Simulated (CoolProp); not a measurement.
Normal hydrogen along the isotherm 22.3 K: density (kg/m³) from the reference equation and from simpler models built on Tc = 33.1 K, pc = 1.296 MPa, ω = -0.219; each cubic takes its own stable root.

Computed with CoolProp (reference Helmholtz-energy equation of state, Leachman 2009).

| p (MPa) | phase | reference |
|---|---|---|
| 0.041 | gas | 0.4589 |
| 0.0729 | gas | 0.8360 |
| 0.13 | gas | 1.565 |
| 0.231 | liquid | 68.61 |
| 0.41 | liquid | 68.90 |
| 0.729 | liquid | 69.40 |
| 1.3 | liquid | 70.24 |
| 2.31 | liquid | 71.55 |
| 4.1 | liquid | 73.54 |
| 7.29 | liquid | 76.40 |
| 13 | liquid | 80.32 |

Q: How far does each simpler model (van der Waals, Redlich-Kwong, Soave-Redlich-Kwong, Peng-Robinson) lie from the reference over these 11 states: mean and median of the absolute difference, and the worst?

A: 
- van der Waals: mean 14.2 %, median 18.9 %, worst -20.2 % at 22.3 K and 13 MPa
- Redlich-Kwong: mean 471.7 %, median 16.2 %, worst +5059.7 % at 22.3 K and 0.13 MPa
- Soave-Redlich-Kwong: mean 6.8 %, median 9.0 %, worst +9.7 % at 22.3 K and 4.1 MPa
- Peng-Robinson: mean 16.5 %, median 22.6 %, worst +23.0 % at 22.3 K and 4.1 MPa

At some of these states Redlich-Kwong gives the other phase, because its saturation line lies elsewhere.
